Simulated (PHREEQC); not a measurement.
Dissolve 0.27 mol FeCl3, 0.0019 mol ZnCl2, 0.00052 mol HCl and 5.8e-05 mol Na2SO4 per kg of water at 60 °C and 100 atm. Closed to the air; pH follows from the charge balance.

All values are PHREEQC results (ion-association model, phreeqc.dat), not measurements.

Precipitation was switched off in this run.

Task: Estimate the pH.

Result: pH 1.73.

Task: In which forms is Zn present?

Result: Zn+2 42 %, ZnCl+ 39 %, ZnCl3- 7.8 %, ZnCl2 6.8 %, ZnCl4-2 3.9 % of the Zn.

The solution is supersaturated, for example in Hematite (slow to form), Goethite (slow to form), so a real one may precipitate; this is no full list. The ionic strength is past about 0.7 mol/kgw, beyond the range of this activity model, so the values are rough. Complexes and solids missing from the database can't appear. Under pressure, the constants of complexes without a molar volume in the database are unreliable. At this temperature some constants are extrapolated from 25 °C, and those without enthalpy data are left unchanged.
